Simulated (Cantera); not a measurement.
Feed: 1 mol Si₂H₆, 0.38 mol NO, 0.72 mol H₂, equilibrated at 1.00 Torr.

These are equilibrium values from Cantera (NASA tables, ideal gas, pure condensed phases), not measurements of a reactor. Candidate condensed phases: H₂O, Si, SiO₂, Si₂N₂O, Si₃N₄; 35 gas species. The feed counts by its element totals alone. Mutual solubility and eutectic melting of coexisting phases are not modelled. The tables hold silica as quartz up to 1696 K and as liquid above; real silica turns to tridymite and cristobalite and melts near 1996 K. Equilibrium is a limit: real reactors are often held back by kinetics, nucleation or transport.

Q: What share of the Si ends up in condensed phases as a function of T (°C), at 852, 902, 952, 1002, 1052, 1102, 1152, 1202, 1252, 1302, 1352?

A: 
| T (°C) | Si condensed (%) | as |
|---|---|---|
| 852 | 100.0 | Si(s) + SiO₂(β-quartz) + Si₂N₂O(s) |
| 902 | 100.0 | Si(s) + SiO₂(β-quartz) + Si₂N₂O(s) |
| 952 | 99.8 | Si(s) + SiO₂(β-quartz) + Si₂N₂O(s) |
| 1002 | 99.4 | Si(s) + SiO₂(β-quartz) + Si₂N₂O(s) |
| 1052 | 98.0 | Si(s) + SiO₂(β-quartz) + Si₂N₂O(s) |
| 1102 | 93.8 | Si(s) + SiO₂(β-quartz) + Si₂N₂O(s) |
| 1152 | 90.5 | Si(s) + Si₂N₂O(s) |
| 1202 | 90.5 | Si(s) + Si₂N₂O(s) |
| 1252 | 90.2 | Si(s) + Si₂N₂O(s) |
| 1302 | 88.6 | Si(s) + Si₂N₂O(s) |
| 1352 | 81.5 | Si(s) + Si₂N₂O(s) |
